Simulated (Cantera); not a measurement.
Cantera with NASA thermochemical tables; ideal gases at 1 bar, condensed phases pure. Values are per mole of reaction as written; species without (g) are pure solids or liquids, kept so even where they would boil at 1 bar. VN: taken at fixed stoichiometry.

V₂O₄ + 5 N₂(g) = 2 VN + 4 N₂O(g)

```
T (K)  ΔH° (kJ)  ΔS° (J/K)  ΔG° (kJ)  log10 K
-----  --------  ---------  --------  -------
898           …          …         …        …
998      1303.9     -149.0    1452.6   -76.03
1098     1304.4     -148.5    1467.5   -69.81
1198     1305.0     -148.0    1482.3   -64.63
1298     1305.6     -147.5    1497.1   -60.25
1398     1306.4     -146.9    1511.8   -56.49
1498     1307.3     -146.3    1526.5   -53.23
1598          …          …         …        …
1698     1309.2     -145.1    1555.6   -47.85
```

Task: Some entries are withheld; supply them.

Result: 
- 898, ΔH° (kJ): 1303.6
- 898, ΔS° (J/K): -149.3
- 898, ΔG° (kJ): 1437.7
- 898, log10 K: -83.63
- 1598, ΔH° (kJ): 1308.2
- 1598, ΔS° (J/K): -145.7
- 1598, ΔG° (kJ): 1541.1
- 1598, log10 K: -50.37
